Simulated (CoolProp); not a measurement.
Vapour-liquid equilibrium of n-decane (1) + n-dodecane (2) at 95.9 kPa; x and y are mole fractions of (1).

Model: multi-fluid Helmholtz-energy mixture model, Lemmon 2006 and Lemmon 2004; pair parameters Bell 2016, in CoolProp.

Give the bubble temperature and the first vapour's composition at x = 0.55, 0.85, 0.95. Is there an azeotrope?

x = 0.55: 186.5 °C, y = 0.771; x = 0.85: 176.2 °C, y = 0.941; x = 0.95: 173.3 °C, y = 0.982. No azeotrope shows between x = 0.05 and 0.95.

Pair parameters are fitted to limited data, so mixtures are less certain than the pure fluids.
